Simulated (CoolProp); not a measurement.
Computed with CoolProp (reference Helmholtz-energy equation of state, Zhou 2012).

Problem. For o-xylene, give the phase and the cp (kJ/(kg K)), speed of sound (m/s), fugacity coefficient at 346.85 °C and 0.823 MPa; 346.85 °C and 5.61 MPa.

Solution. 
- 346.85 °C and 0.823 MPa: gas; cp 2.35, speed of sound 205, fugacity coefficient 0.915
- 346.85 °C and 5.61 MPa: liquid; cp 3.23, speed of sound 273, fugacity coefficient 0.431
